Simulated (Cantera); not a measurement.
## Iron carbonyl, mercury and lead vapours: HgO + N₂

A closed system holds: 1 mol HgO, 4.2 mol N₂, equilibrated at 1 atm.

Equilibrium computed with Cantera from the NASA thermochemical tables; the gas is ideal and each condensed phase is pure. Candidate condensed phases: Hg, HgO; 10 gas species. Equilibrium is a limit: real reactors are often held back by kinetics, nucleation or transport.

| T (°C) | log p N₂ | log p Hg | log p O₂ | log p NO | log p NO₂ | log p O | log p N₂O | n HgO(s) |
|---|---|---|---|---|---|---|---|---|
| 300 | 0.00 | -2.00 | -2.30 | -8.82 | -8.64 | <-11 | <-11 | 0.958 |
| 400 | -0.13 | -0.75 | -1.05 | -7.02 | -7.00 | <-11 | -10.88 | 0 |
| 500 | -0.13 | -0.75 | -1.05 | -6.11 | -6.67 | <-11 | -10.06 | 0 |
| 600 | -0.13 | -0.75 | -1.05 | -5.40 | -6.41 | <-11 | -9.43 | 0 |
| 700 | -0.13 | -0.75 | -1.05 | -4.84 | -6.21 | -10.70 | -8.92 | 0 |
| 800 | -0.13 | -0.75 | -1.05 | -4.38 | -6.04 | -9.43 | -8.50 | 0 |
| 900 | -0.13 | -0.75 | -1.05 | -4.00 | -5.90 | -8.38 | -8.16 | 0 |
| 1000 | -0.13 | -0.75 | -1.05 | -3.68 | -5.78 | -7.49 | -7.86 | 0 |
| 1100 | -0.13 | -0.75 | -1.05 | -3.41 | -5.68 | -6.74 | -7.61 | 0 |
| 1200 | -0.13 | -0.75 | -1.05 | -3.17 | -5.59 | -6.08 | -7.39 | 0 |
log p: log10 of the partial pressure in bar; n: condensed amount in mol.

At 300 °C the condensed part is HgO(s). From 400 °C to 1200 °C nothing is condensed. The main Hg-bearing gas is Hg throughout.
